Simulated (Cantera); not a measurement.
A perfectly stirred reactor is fed with NH3 : N2 = 1 : 18 (molar parts), at 1.00 bar; it is held at 1650 K, and followed from long to short residence time.

Cantera simulation using the gas-phase N/H chemistry of the illustrative SiF4/NH3 mechanism in the Surface Chemkin manual (1991); the numbers are that mechanism's predictions, not measurements. Walls and surfaces, which speed up NH3 decomposition in real reactors, are not modelled.

### Question
Predict: x(NH3) at τ = 16.0 s; x(H) at τ = 16.0 s; x(H2) at τ = 16.0 s; x(N2H4) at τ = 16.0 s; x(N2H2) at τ = 16.0 s; x(NH3) at τ = 60.0 ms; x(H) at τ = 60.0 ms; x(H2) at τ = 60.0 ms; x(N2H4) at τ = 60.0 ms; x(N2H2) at τ = 60.0 ms.

### Answer
| Property | Result |
|---|---|
| x(NH3) at τ = 16.0 s | 0.0144 |
| x(H) at τ = 16.0 s | 1.53e-5 |
| x(H2) at τ = 16.0 s | 0.0544 |
| x(N2H4) at τ = 16.0 s | 1.49e-9 |
| x(N2H2) at τ = 16.0 s | 5.81e-9 |
| x(NH3) at τ = 60.0 ms | 0.0515 |
| x(H) at τ = 60.0 ms | 4.89e-7 |
| x(H2) at τ = 60.0 ms | 0.00157 |
| x(N2H4) at τ = 60.0 ms | 2.01e-8 |
| x(N2H2) at τ = 60.0 ms | 4.97e-8 |
